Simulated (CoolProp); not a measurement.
Vapour pressure (MPa) of R13: the reference equation beside estimates from Tc = 29.9 °C, pc = 3.973 MPa, ω = 0.175.

Computed with CoolProp (reference Helmholtz-energy equation of state, Platzer 1990). This equation is an older, rougher fit; its heat capacities, sound speeds and derivatives of the liquid may be far off and weren't checked against measurements.

```tsv
T (°C)	reference	Lee-Kesler	van der Waals	Redlich-Kwong	Peng-Robinson
-131.25	0.002330	0.002166	0.06983	0.003442	0.002427
-125.85	0.004055	0.003779	0.09094	0.006009	0.004170
-120.55	0.006678	0.006252	0.1158	0.009891	0.006804
-115.15	0.01067	0.01004	0.1458	0.01574	0.01079
-109.85	0.01631	0.01545	0.1802	0.02390	0.01641
-104.45	0.02437	0.02323	0.2208	0.03537	0.02439
-99.15	0.03514	0.03371	0.2664	0.05046	0.03505
-93.75	0.04976	0.04802	0.3192	0.07054	0.04947
-88.45	0.06843	0.06641	0.3776	0.09572	0.06789
```

Absolute difference from the reference over all 9 rows, mean and median: Lee-Kesler 5.2 and 5.3 %, van der Waals 1266.9 and 1004.8 %, Redlich-Kwong 45.4 and 46.5 %, Peng-Robinson 1.4 and 0.8 %.
